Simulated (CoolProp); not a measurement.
Properties of octamethylcyclotetrasiloxane (D4) along the isotherm 620 K (Tc = 586.5 K, pc = 1.347 MPa, ω = 0.598).

Model: reference Helmholtz-energy equation of state, Thol 2015, in CoolProp.

```json
[
 {"p (MPa)": "0.00639", "phase": "gas", "speed of sound (m/s)": "132.6", "Joule-Thomson coefficient (K/MPa)": "7.026"},
 {"p (MPa)": "0.0145", "phase": "gas", "speed of sound (m/s)": "132.4", "Joule-Thomson coefficient (K/MPa)": "[?]"},
 {"p (MPa)": "0.0331", "phase": "gas", "speed of sound (m/s)": "131.9", "Joule-Thomson coefficient (K/MPa)": "[?]"},
 {"p (MPa)": "0.0753", "phase": "gas", "speed of sound (m/s)": "[?]", "Joule-Thomson coefficient (K/MPa)": "7.189"},
 {"p (MPa)": "0.171", "phase": "gas", "speed of sound (m/s)": "[?]", "Joule-Thomson coefficient (K/MPa)": "7.431"},
 {"p (MPa)": "0.39", "phase": "gas", "speed of sound (m/s)": "[?]", "Joule-Thomson coefficient (K/MPa)": "8.066"},
 {"p (MPa)": "0.888", "phase": "gas", "speed of sound (m/s)": "104.5", "Joule-Thomson coefficient (K/MPa)": "10.13"},
 {"p (MPa)": "2.02", "phase": "supercritical", "speed of sound (m/s)": "65.47", "Joule-Thomson coefficient (K/MPa)": "[?]"}
]
```

**Question.** Complete the blanks.

**Answer.** 
- 0.0145, Joule-Thomson coefficient (K/MPa): 7.044
- 0.0331, Joule-Thomson coefficient (K/MPa): 7.088
- 0.0753, speed of sound (m/s): 130.7
- 0.171, speed of sound (m/s): 128.0
- 0.39, speed of sound (m/s): 121.5
- 2.02, Joule-Thomson coefficient (K/MPa): 14.85
